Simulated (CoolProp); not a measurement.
Computed with CoolProp (reference Helmholtz-energy equation of state, Beckmüller 2019).

**Question.** For n-octane, give the phase and the cp (kJ/(kg K)), conductivity (mW/(m K)) at 595 K and 12400 kPa.

**Answer.** 
- 595 K and 12400 kPa: supercritical; cp 3.36, conductivity 75.7

Thermal conductivity comes from a separate model (Huber 2005).
